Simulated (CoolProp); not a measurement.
Vapour-liquid equilibrium of benzene (1) + n-decane (2) at 0.47 MPa; x and y are mole fractions of (1).

Model: multi-fluid Helmholtz-energy mixture model, Thol 2012 and Lemmon 2006; pair parameters Bell 2016, in CoolProp.

### Question
Give the bubble temperature and the first vapour's composition at x = 0.2, 0.8, 0.95. Is there an azeotrope?

### Answer
x = 0.2: 481.8 K, y = 0.574; x = 0.8: 423.1 K, y = 0.970; x = 0.95: 415.3 K, y = 0.994. No azeotrope shows between x = 0.05 and 0.95.

The pair parameters rest on a limited set of measurements; away from them the model extrapolates.
